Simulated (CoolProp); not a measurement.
Saturation properties of fluoroethane (R161).

The numbers come from the reference Helmholtz-energy equation of state, Wu 2012 in CoolProp.

```
T (K)  p (kPa)  liquid density (kg/m³)  enthalpy of vaporisation (kJ/kg)  liquid cp (kJ/(kg K))  vapour Z
-----  -------  ----------------------  --------------------------------  ---------------------  --------
290.6    748.0                   726.6                             352.6                  2.239    0.8576
298.6    935.9                   710.1                             339.1                  2.298    0.8335
306.7     1160                   692.1                             324.4                  2.366    0.8065
314.8     1420                   672.7                             308.5                  2.443    0.7767
322.8     1718                   651.7                             291.4                  2.534    0.7443
330.9     2064                   628.4                             272.4                  2.649    0.7079
339       2458                   602.5                             251.2                  2.806    0.6672
347       2902                   573.8                             227.4                  3.046    0.6216
355.1     3411                   539.8                             199.0                  3.493    0.5678
363.1     3981                   498.0                             163.4                  4.566    0.5024
```

It boils at 235.6 K under 1 atm.
